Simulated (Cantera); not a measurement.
Charge: 1 mol S, 0.26 mol H₂O, 1.8 mol H₂, at 133 Pa.

Method: chemical equilibrium by Gibbs-energy minimisation in Cantera with the NASA 1993 tables (ideal gas, pure condensed phases). Candidate condensed phases: H₂O, H₂SO₄, S; 19 gas species. Gases not in the tables: S₃ to S₇. Equilibrium is a limit: real reactors are often held back by kinetics, nucleation or transport.

log p: log10 of the partial pressure in bar; nothing condenses.

| T (°C) | log p H₂ | log p H₂S | log p S₂ | log p H₂O | log p SH | log p SO |
|---|---|---|---|---|---|---|
| 852 | -3.14 | -3.48 | -3.90 | -3.82 | -6.17 | [?] |
| 902 | -3.11 | -3.59 | -3.81 | -3.83 | -5.97 | [?] |
| 952 | -3.09 | -3.70 | -3.75 | -3.84 | -5.79 | [?] |
| 1002 | -3.08 | -3.81 | -3.71 | -3.85 | -5.64 | [?] |
| 1052 | -3.07 | -3.93 | -3.68 | -3.85 | -5.50 | [?] |
| 1102 | -3.06 | -4.04 | -3.66 | -3.86 | -5.38 | [?] |
| 1152 | -3.05 | -4.15 | -3.64 | -3.86 | -5.27 | [?] |
| 1202 | -3.05 | -4.25 | -3.63 | -3.87 | -5.17 | [?] |
| 1252 | -3.04 | -4.35 | -3.63 | -3.87 | -5.08 | [?] |
| 1302 | -3.04 | -4.44 | -3.62 | -3.88 | -5.00 | [?] |
| 1352 | -3.04 | -4.53 | -3.62 | -3.89 | -4.92 | [?] |
| 1402 | -3.04 | -4.62 | -3.62 | -3.89 | -4.85 | [?] |
| 1452 | -3.04 | -4.70 | -3.63 | -3.91 | -4.79 | [?] |

Fill in the missing entries.


- 852, log p SO: -8.23
- 902, log p SO: -7.85
- 952, log p SO: -7.51
- 1002, log p SO: -7.19
- 1052, log p SO: -6.90
- 1102, log p SO: -6.63
- 1152, log p SO: -6.38
- 1202, log p SO: -6.15
- 1252, log p SO: -5.93
- 1302, log p SO: -5.73
- 1352, log p SO: -5.55
- 1402, log p SO: -5.37
- 1452, log p SO: -5.22
